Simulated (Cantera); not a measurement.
Feed: 1 mol B, 3.1 mol N2, 0.13 mol H2O, at 1448.15 K and 86.0 Pa.

These are equilibrium values from Cantera (NASA tables, ideal gas, pure condensed phases), not measurements of a reactor. N2 is the only nitrogen source here; it is nearly inert below about 1500 K, so the nitride shown seldom forms there in practice. Mutual solubility and eutectic melting of coexisting phases are not modelled. Rates play no part.

```csv
species,before,after
N2,0.942,0.953
H2,0.0440,0.0468
H2O,3.27e-5,4.25e-5
B2O3,0.00839,3.90e-9
HBO2,0.00294,5.83e-6
B2O2,0.000468,<1e-9
BO,6.54e-5,<1e-9
HBO,0.00155,3.24e-8
H,6.61e-5,1.67e-8
"BN(s), mol",0.914,0.913
"B2O3(l), mol",0.0119,0.0433
```
Gas species are given as mole fractions.

Problem. Which change was made?
A) temperature from 1448.15 K to 1000 K
B) 0.34 mol H2 added
C) temperature from 1448.15 K to 1923 K
D) temperature from 1448.15 K to 2198.15 K

Solution. A, temperature from 1448.15 K to 1000 K
